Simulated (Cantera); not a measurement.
Predominance diagram of Ta at 1425 K against the partial pressures of O₂ and CO (log10, bar). Cantera with NASA thermochemical tables; ideal gases at 1 bar, condensed phases pure. Candidates: Ta(s), TaC(s), Ta₂O₅(s). Only these pure phases compete in this equilibrium. TaC: taken at fixed stoichiometry. Not in the tables: Ta₂C.

Problem. Which phase is stable at these pairs, and which metal-bearing vapour leads over it? (-23.5, -12.1); (-21.6, -4.6); (-14.1, -4.6); (-6.5, -10.2); (-23.5, -4.6); (-19.7, -11.1); (-6.5, -6.5)

Solution. 
```tsv
log p(O₂)	log p(CO)	phase	chief vapour	log p (bar)
-23.5	-12.1	Ta(s)	TaO	-14.1
-21.6	-4.6	TaC(s)	TaO₂	-15.4
-14.1	-4.6	Ta₂O₅(s)	TaO₂	-13.9
-6.5	-10.2	Ta₂O₅(s)	TaO₂	-15.8
-23.5	-4.6	TaC(s)	TaO	-17.7
-19.7	-11.1	Ta₂O₅(s)	TaO₂	-12.5
-6.5	-6.5	Ta₂O₅(s)	TaO₂	-15.8
```
